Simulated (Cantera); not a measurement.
## Thermodynamics of fluorocarbon and chlorocarbon gases, feed CH₃Cl + F₂

A closed system holds: 1 mol CH₃Cl, 0.98 mol F₂, equilibrated at 0.000510 bar.

Cantera equilibrium calculation (NASA polynomials, part measured and part estimated; ideal gas, pure solids and liquids). Candidate condensed phases: C, C₆H₆, C₇H₈, C₈H₁₈; 118 gas species. Rates play no part.

```
T (K)   x HF   x HCl      x Cl       x H     x H₂       x F      x C₃  n C(graphite)
-----  -----  ------  --------  --------  -------  --------  --------  -------------
1398   0.657   0.335  0.000688   1.76e-5  0.00704   2.05e-8    <1e-12           1.00
1498   0.657   0.333   0.00231   6.73e-5  0.00783   1.53e-7    <1e-12           1.00
1598   0.656   0.328   0.00622  0.000232  0.00969   8.37e-7    <1e-12          1.000
1698   0.653   0.319    0.0138  0.000736   0.0132   3.53e-6  8.21e-12          1.000
1798   0.648   0.304    0.0265   0.00214   0.0188   1.22e-5  2.11e-10          1.000
1898   0.641   0.282    0.0453   0.00562   0.0264   3.63e-5   3.83e-9          1.000
1998   0.630   0.251    0.0707    0.0133   0.0352   9.73e-5   5.17e-8          1.000
2098   0.615   0.212     0.102    0.0283   0.0432  0.000242   5.41e-7          1.000
2198   0.594   0.167     0.137    0.0539   0.0477  0.000573   4.55e-6          0.999
2298   0.570   0.120     0.171    0.0912   0.0462   0.00133   3.16e-5          0.998
2398   0.543  0.0787     0.200     0.137   0.0384   0.00306  0.000186          0.995
2498   0.515  0.0466     0.220     0.182   0.0273   0.00714  0.000945          0.983
2598   0.483  0.0255     0.229     0.222   0.0173    0.0165   0.00422          0.935
```
x: gas mole fraction; n: condensed amount in mol.

From 1398 K to 2598 K the condensed part is C(graphite). The main C-bearing gas is C₂H₂ (acetylene) at 1398 K and C₃ at 2598 K.
